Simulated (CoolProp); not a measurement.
A Linde-Hampson liquefier for methane: isothermal reversible compression at 250 K from 1 atm to 15 MPa, throttling to 1 atm, return gas leaving the recuperator 10 K below the feed. Each further row changes one setting.

Computed with CoolProp (reference Helmholtz-energy equation of state, Setzmann 1991).

```json
[
 {"case": "as stated", "liquid yield per pass": "0.265", "compression work (kJ/kg of gas)": "588"},
 {"case": "high pressure 30 MPa", "liquid yield per pass": "0.335", "compression work (kJ/kg of gas)": "653"},
 {"case": "warm-end temperature 280 K", "liquid yield per pass": "0.176", "compression work (kJ/kg of gas)": "682"},
 {"case": "warm-end gap 15 K", "liquid yield per pass": "0.255", "compression work (kJ/kg of gas)": "588"}
]
```
